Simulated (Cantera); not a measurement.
A closed system holds: 1 mol CH₃SiCl₃, 0.41 mol C₂H₄, 370 mol H₂, equilibrated at 0.133 bar.

Method: chemical equilibrium by Gibbs-energy minimisation in Cantera with the NASA 1993 tables (ideal gas, pure condensed phases). Candidate condensed phases: C, C₆H₆, C₇H₈, C₈H₁₈, Si, SiC; 109 gas species. The feed counts by its element totals alone. Kinetics and transport are ignored. All values below are at 727 °C.

Base state: H₂ 0.990, HCl 0.00800, CH₄ 0.00221 (mole fractions); condensed: SiC(s).

Problem. What changes in the equilibrium state with this change: C₂H₄ from 0.41 to 0.67 mol?

Solution. 
```tsv
species	before	after
H₂	0.990	0.988
HCl	0.00800	0.00802
CH₄	0.00221	0.00360
SiC(s), mol	0.996	0.997
```
